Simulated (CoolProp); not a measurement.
The fluid at 293.15 K and 0.213 MPa expands adiabatically to 0.0957 MPa with isentropic efficiency 1. The same conditions are run with several fluids, on thermodynamics alone (safety and materials aside).

Computed with CoolProp (reference Helmholtz-energy equation of state of each fluid (R404A: Lemmon 2003; fluorine: de Reuck 1990; R410A: Lemmon 2003; methane: Setzmann 1991; dimethyl ether: Wu 2011)). Blends and air are pseudo-pure fits.

```json
[
 {"fluid": "R404A", "work (kJ/kg)": "18.6", "final temperature (K)": "269.0", "final density (kg/m³)": "4.27"},
 {"fluid": "fluorine", "work (kJ/kg)": "46.1", "final temperature (K)": "[?]", "final density (kg/m³)": "1.86"},
 {"fluid": "R410A", "work (kJ/kg)": "24.7", "final temperature (K)": "[?]", "final density (kg/m³)": "3.29"},
 {"fluid": "methane", "work (kJ/kg)": "110", "final temperature (K)": "241.9", "final density (kg/m³)": "[?]"},
 {"fluid": "dimethyl ether", "work (kJ/kg)": "38.7", "final temperature (K)": "262.8", "final density (kg/m³)": "[?]"}
]
```

Q: Some entries are withheld; supply them.

A: 
- fluorine, final temperature (K): 235.9
- R410A, final temperature (K): 259.6
- methane, final density (kg/m³): 0.766
- dimethyl ether, final density (kg/m³): 2.08
